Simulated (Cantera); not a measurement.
Standard-state values (1 bar) from the NASA 1993 polynomials, evaluated with Cantera. Values are per mole of reaction as written; species without (g) are pure solids or liquids, kept so even where they would boil at 1 bar.

3 Cl(g) + BF3(g) ⇌ BCl3(g) + 3 F(g), with ΔH° = 607.0 kJ and ΔS° = 16.6 J/K at 300 K.

Question: How far is the shortcut ΔG° ≈ ΔH°(300 K) − T·ΔS°(300 K) from the full temperature-dependent value at 2175, 2225, 2275, 2325, 2375, 2425, 2475, 2525, 2575 K?

Answer: 
| T (K) | shortcut (kJ) | full (kJ) | difference (kJ) | difference in log10 K |
|---|---|---|---|---|
| 2175 | 570.9 | 556.4 | 14.5 | -0.35 |
| 2225 | 570.1 | 555.1 | 14.9 | -0.35 |
| 2275 | 569.2 | 553.9 | 15.3 | -0.35 |
| 2325 | 568.4 | 552.6 | 15.8 | -0.35 |
| 2375 | 567.6 | 551.4 | 16.2 | -0.36 |
| 2425 | 566.7 | 550.1 | 16.6 | -0.36 |
| 2475 | 565.9 | 548.9 | 17.0 | -0.36 |
| 2525 | 565.1 | 547.6 | 17.5 | -0.36 |
| 2575 | 564.3 | 546.4 | 17.9 | -0.36 |
The shortcut ignores the heat-capacity change of the reaction.
